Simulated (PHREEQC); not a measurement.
1.2 g of hydrous ferric oxide (600 m²/g; 0.2 weak and 0.005 strong sites per Fe, Dzombak-Morel constants, diffuse double layer) in 1 kg of water with 0.1 mol/kgw of an inert sodium salt, at 25 °C; the pH is set by adding NaOH or the inert anion's acid. O2 is buffered at 0.21 atm. The system is closed to CO2. No solid was allowed to form.

All values are PHREEQC results (ion-association model, wateq4f.dat), not measurements.

```
pH    surface charge σ (C/m²)  surface potential ψ (mV)
----  -----------------------  ------------------------
3                       0.363                       152
3.38                        …                       151
3.75                    0.338                       149
4.12                    0.311                       145
4.5                     0.273                         …
4.88                    0.229                       129
5.25                    0.186                       119
5.62                    0.147                       107
6                       0.112                        93
6.38                    0.082                         …
6.75                    0.058                        63
7.12                    0.039                        47
7.5                     0.022                         …
7.88                        …                        11
8.25                        …                         …
8.62                   -0.019                       -25
9                      -0.034                       -42
```

Question: Fill in the missing entries.

Answer: 
- 3.38, surface charge σ (C/m²): 0.355
- 4.5, surface potential ψ (mV): 138
- 6.38, surface potential ψ (mV): 79
- 7.5, surface potential ψ (mV): 29
- 7.88, surface charge σ (C/m²): 0.008
- 8.25, surface charge σ (C/m²): -0.005
- 8.25, surface potential ψ (mV): -7

Complexes and solids missing from the database can't appear. The oxide is taken as insoluble; below pH 4 it would dissolve.
